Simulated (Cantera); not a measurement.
A perfectly stirred reactor is fed with 18.5 % NH₃, 81.5 % H₂, at 0.220 bar; it is held at 2375 K, and followed from long to short residence time.

Cantera simulation using the gas-phase N/H chemistry of the illustrative SiF4/NH3 mechanism in the Surface Chemkin manual (1991); the numbers are that mechanism's predictions, not measurements. Walls and surfaces, which speed up NH3 decomposition in real reactors, are not modelled.

x: mole fraction; the columns are a selection and need not sum to one.

```json
[
 {"τ (s)": "0.58", "x NH₃": "0.000398", "x H₂": "0.897", "x N₂H₄": "1.05e-11", "x N₂": "0.0769", "x NH": "2.06e-5", "x N₂H₂": "9.89e-9", "x NH₂": "3.64e-5"},
 {"τ (s)": "0.31", "x NH₃": "0.000680", "x H₂": "0.900", "x N₂H₄": "2.42e-11", "x N₂": "0.0769", "x NH": "2.78e-5", "x N₂H₂": "2.11e-8", "x NH₂": "5.52e-5"},
 {"τ (s)": "0.16", "x NH₃": "?", "x H₂": "0.904", "x N₂H₄": "7.47e-11", "x N₂": "0.0767", "x NH": "?", "x N₂H₂": "?", "x NH₂": "?"},
 {"τ (s)": "0.084", "x NH₃": "0.00518", "x H₂": "0.909", "x N₂H₄": "3.03e-10", "x N₂": "0.0754", "x NH": "4.52e-5", "x N₂H₂": "1.50e-7", "x NH₂": "0.000195"},
 {"τ (s)": "0.044", "x NH₃": "0.0149", "x H₂": "0.907", "x N₂H₄": "1.02e-9", "x N₂": "0.0714", "x NH": "5.25e-5", "x N₂H₂": "3.53e-7", "x NH₂": "0.000358"},
 {"τ (s)": "0.023", "x NH₃": "0.0320", "x H₂": "0.898", "x N₂H₄": "2.58e-9", "x N₂": "0.0641", "x NH": "6.11e-5", "x N₂H₂": "6.97e-7", "x NH₂": "0.000568"},
 {"τ (s)": "0.012", "x NH₃": "0.0569", "x H₂": "0.885", "x N₂H₄": "5.33e-9", "x N₂": "0.0535", "x NH": "7.03e-5", "x N₂H₂": "1.22e-6", "x NH₂": "0.000816"},
 {"τ (s)": "0.0063", "x NH₃": "0.0873", "x H₂": "0.868", "x N₂H₄": "9.21e-9", "x N₂": "0.0406", "x NH": "7.85e-5", "x N₂H₂": "1.87e-6", "x NH₂": "0.00107"},
 {"τ (s)": "0.0033", "x NH₃": "0.118", "x H₂": "0.850", "x N₂H₄": "1.35e-8", "x N₂": "0.0275", "x NH": "8.43e-5", "x N₂H₂": "2.53e-6", "x NH₂": "0.00130"},
 {"τ (s)": "0.0017", "x NH₃": "?", "x H₂": "0.835", "x N₂H₄": "?", "x N₂": "?", "x NH": "8.67e-5", "x N₂H₂": "3.02e-6", "x NH₂": "0.00146"},
 {"τ (s)": "0.00091", "x NH₃": "0.162", "x H₂": "0.825", "x N₂H₄": "1.89e-8", "x N₂": "0.00899", "x NH": "8.49e-5", "x N₂H₂": "3.18e-6", "x NH₂": "0.00154"}
]
```

### Question
Fill in the missing entries.

### Answer

- 0.16, x NH₃: 0.00157
- 0.16, x NH: 3.70e-5
- 0.16, x N₂H₂: 5.38e-8
- 0.16, x NH₂: 9.69e-5
- 0.0017, x NH₃: 0.144
- 0.0017, x N₂H₄: 1.71e-8
- 0.0017, x N₂: 0.0164
